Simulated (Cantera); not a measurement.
Charge: 1 mol SiH₄, 0.0057 mol C₃H₈, 2.3 mol H₂, at 1.30 mbar.

Method: chemical equilibrium by Gibbs-energy minimisation in Cantera with the NASA 1993 tables (ideal gas, pure condensed phases). Candidate condensed phases: C, C₆H₆, C₇H₈, C₈H₁₈, Si, SiC; 87 gas species. Mutual solubility and eutectic melting of coexisting phases are not modelled. Gases not in the tables: Si₂H₆ and higher silanes. The numbers say what is thermodynamically allowed, not how fast it happens. All values below are at 1525 °C.

Base state: H₂ 0.988, H 0.00971, Si 0.00237, SiH 9.76e-5, SiH₂ 2.92e-5, Si₂C 2.49e-5, Si₂ 1.43e-5 (mole fractions); condensed: Si(l) + SiC(s).

### Question
What changes in the equilibrium state with this change: SiH₄ replaced by Si(CH₃)₄?

### Answer
```
species            before     after
----------------  -------  --------
H₂                  0.988     0.990
H                 0.00971   0.00972
C₂H₂ (acetylene)  9.71e-8  0.000171
Si                0.00237   5.66e-5
Si₂               1.43e-5   8.12e-9
Si₂C              2.49e-5   5.95e-7
SiH               9.76e-5   2.33e-6
Si(l), mol          0.972         0
SiC(s), mol        0.0170     0.999
C(graphite), mol        0      3.01
```
